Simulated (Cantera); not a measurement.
An isothermal, constant-pressure homogeneous reactor starts with C₂H₆ : N₂ = 1 : 160 (molar parts), at 1998 K and 0.760 bar.

Cantera simulation using GRI-Mech 3.0 (53 species, 325 reactions); the numbers are that mechanism's predictions, not measurements. GRI-Mech 3.0 stops at C3 and has no aromatics, soot or wall deposition, so with more carbon than oxygen in the feed, carbon stays in small species such as C2H2 where larger ones or solid carbon would form.

Question: Predict: x(C₂H) at 200 s; x(HCN) at 200 s; x(CH₂) at 200 s; x(CH₃) at 200 s; x(CH₄) at 200 s.

Answer: 
```json
{
  "x(C₂H) at 200 s": "1.79e-6 (gas-phase equilibrium 9.25e-8)",
  "x(HCN) at 200 s": "0.000809 (gas-phase equilibrium 0.0117)",
  "x(CH₂) at 200 s": "3.70e-9 (gas-phase equilibrium 1.95e-9)",
  "x(CH₃) at 200 s": "1.70e-7 (gas-phase equilibrium 8.97e-8)",
  "x(CH₄) at 200 s": "5.14e-7 (gas-phase equilibrium 2.71e-7)"
}
```
